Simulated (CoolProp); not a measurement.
R1234ze(Z) along the isotherm 166.85 °C: Z from the reference equation and from simpler models built on Tc = 150.1 °C, pc = 3531 kPa, ω = 0.327; each cubic takes its own stable root.

Values from CoolProp's reference Helmholtz-energy equation of state, Akasaka 2019.

```json
[
 {"p (kPa)": "16.7", "phase": "gas", "reference": "0.9985", "Redlich-Kwong": "0.9986", "Soave-Redlich-Kwong": "0.9986", "Peng-Robinson": "0.9984"},
 {"p (kPa)": "38.1", "phase": "gas", "reference": "0.9965", "Redlich-Kwong": "0.9967", "Soave-Redlich-Kwong": "0.9968", "Peng-Robinson": "0.9964"},
 {"p (kPa)": "86.7", "phase": "gas", "reference": "0.9919", "Redlich-Kwong": "0.9925", "Soave-Redlich-Kwong": "0.9927", "Peng-Robinson": "0.9918"},
 {"p (kPa)": "197", "phase": "gas", "reference": "0.9816", "Redlich-Kwong": "0.9828", "Soave-Redlich-Kwong": "0.9833", "Peng-Robinson": "0.9812"},
 {"p (kPa)": "449", "phase": "gas", "reference": "0.9574", "Redlich-Kwong": "…", "Soave-Redlich-Kwong": "0.9613", "Peng-Robinson": "0.9567"},
 {"p (kPa)": "1020", "phase": "gas", "reference": "0.9002", "Redlich-Kwong": "…", "Soave-Redlich-Kwong": "0.9094", "Peng-Robinson": "0.8991"},
 {"p (kPa)": "2330", "phase": "gas", "reference": "0.7504", "Redlich-Kwong": "…", "Soave-Redlich-Kwong": "…", "Peng-Robinson": "…"},
 {"p (kPa)": "5300", "phase": "supercritical", "reference": "…", "Redlich-Kwong": "0.3308", "Soave-Redlich-Kwong": "0.3541", "Peng-Robinson": "0.3262"}
]
```

Q: Complete the blanks.

A: 
- 449, Redlich-Kwong: 0.9603
- 1020, Redlich-Kwong: 0.9069
- 2330, Redlich-Kwong: 0.7653
- 2330, Soave-Redlich-Kwong: 0.7733
- 2330, Peng-Robinson: 0.7516
- 5300, reference: 0.2685
